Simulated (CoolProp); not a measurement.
R407C along the isotherm 397.2 K: Z from the reference equation and from simpler models built on Tc = 359.3 K, pc = 4632 kPa, ω = 0.363; each cubic takes its own stable root.

Computed with CoolProp (reference Helmholtz-energy equation of state, Lemmon 2003). It is a pseudo-pure fit of the blend.

```tsv
p (kPa)	phase	reference
36.6	gas	0.9980
53.7	gas	0.9970
78.9	gas	0.9956
116	gas	0.9936
170	gas	0.9906
249	gas	0.9862
366	gas	0.9796
537	gas	0.9700
789	gas	0.9556
1160	gas	0.9340
1700	gas	0.9017
2490	gas	0.8524
3660	gas	0.7741
5370	supercritical	0.6459
7890	supercritical	0.4547
11600	supercritical	0.4230
```

Q: How far does each simpler model (van der Waals, Redlich-Kwong, Soave-Redlich-Kwong, Peng-Robinson) lie from the reference over these 16 states: mean and median of the absolute difference, and the worst?

A: 
- van der Waals: mean 2.1 %, median 0.3 %, worst +24.0 % at 397.2 K and 11600 kPa
- Redlich-Kwong: mean 0.8 %, median 0.0 %, worst +10.6 % at 397.2 K and 11600 kPa
- Soave-Redlich-Kwong: mean 3.2 %, median 0.3 %, worst +21.0 % at 397.2 K and 11600 kPa
- Peng-Robinson: mean 1.6 %, median 0.2 %, worst +11.6 % at 397.2 K and 11600 kPa
